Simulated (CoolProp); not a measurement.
A single-stage vapour-compression cycle with the fluid: evaporating at 296.15 K (dew point), condensing at 343.15 K (bubble point), superheat 0 K, subcooling 2 K, compressor efficiency 0.8, no pressure losses. The same conditions are run with several fluids, on thermodynamics alone (safety and materials aside).

Computed with CoolProp (reference Helmholtz-energy equation of state of each fluid (R1224YDZ: Akasaka 2023; cyclohexane: Zhou 2014; R236EA: Rui 2013; R123: Younglove 1994; R1336mzz(Z): McLinden 2020; R152A: Outcalt 1996)).

```
fluid        cooling COP  pressure ratio  discharge temperature (K)  refrigerating effect (kJ/kg)  volumetric capacity (kJ/m³)
-----------  -----------  --------------  -------------------------  ----------------------------  ---------------------------
R1224YDZ            3.98             ___                      343.2                           112                          982
cyclohexane         4.39            6.10                      348.1                           306                          125
R236EA              3.78            4.08                      343.1                          98.1                         1250
R123                4.19            4.45                        ___                           125                          684
R1336mzz(Z)          ___            4.82                      343.1                           112                          530
R152A               3.89            3.36                      360.8                           195                         3400
```

Question: Some entries are withheld; supply them.

Answer: 
- R1224YDZ, pressure ratio: 4.17
- R123, discharge temperature (K): 345.6
- R1336mzz(Z), cooling COP: 3.97

The compression ends wet for: R1224YDZ; R236EA; R1336mzz(Z).
